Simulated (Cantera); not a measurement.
A perfectly stirred reactor is fed with CH₄ : C₂H₆ : O₂ : N₂ = 1 : 1.3 : 9.92 : 37.3 (molar parts), at 2030 Torr; it is adiabatic with a 475 K inlet, and is followed from long to short residence time, starting on the burning branch (τ in s: 0.07, 0.025, 0.0089, 0.0031, 0.0011, 0.0004, 0.00014, 5e-05, 1.8e-05).

Model: GRI-Mech 3.0 (53 species, 325 reactions), integrated in Cantera.

Predict: blow-out, bracketed by the residence times tried; x(CH₄) at τ = 70.0 ms; x(C₂H₆) at τ = 70.0 ms; x(O₂) at τ = 70.0 ms; x(C₂H) at τ = 70.0 ms; x(HCO) at τ = 70.0 ms; x(CH₄) at τ = 1.10 ms; x(C₂H₆) at τ = 1.10 ms; x(O₂) at τ = 1.10 ms; x(C₂H) at τ = 1.10 ms; x(HCO) at τ = 1.10 ms.


- blow-out, bracketed by the residence times tried: burning at 0.140 ms, out at 50.0 µs
- x(CH₄) at τ = 70.0 ms: 1.94e-6
- x(C₂H₆) at τ = 70.0 ms: 4.36e-7
- x(O₂) at τ = 70.0 ms: 0.0670
- x(C₂H) at τ = 70.0 ms: 1.61e-9
- x(HCO) at τ = 70.0 ms: 7.27e-9
- x(CH₄) at τ = 1.10 ms: 3.15e-5
- x(C₂H₆) at τ = 1.10 ms: 9.96e-6
- x(O₂) at τ = 1.10 ms: 0.0684
- x(C₂H) at τ = 1.10 ms: 1.89e-8
- x(HCO) at τ = 1.10 ms: 5.34e-7
